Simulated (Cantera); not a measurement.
An isothermal, constant-pressure homogeneous reactor starts with 72.5 % NO, 27.5 % N₂, at 1650 K and 20.0 Torr.

Cantera simulation using GRI-Mech 3.0 (53 species, 325 reactions); the numbers are that mechanism's predictions, not measurements. Radical loss at walls, strong at low pressure, is not modelled.

Task: Predict: x(NO) at 70.0 s; x(N₂) at 70.0 s; x(NO₂) at 70.0 s; x(O₂) at 70.0 s; x(O) at 70.0 s.

Result: 
- x(NO) at 70.0 s: 0.622 (gas-phase equilibrium 0.00282)
- x(N₂) at 70.0 s: 0.326 (gas-phase equilibrium 0.636)
- x(NO₂) at 70.0 s: 0.000169 (gas-phase equilibrium 2.13e-6)
- x(O₂) at 70.0 s: 0.0510 (gas-phase equilibrium 0.361)
- x(O) at 70.0 s: 4.11e-5 (gas-phase equilibrium 9.59e-5)
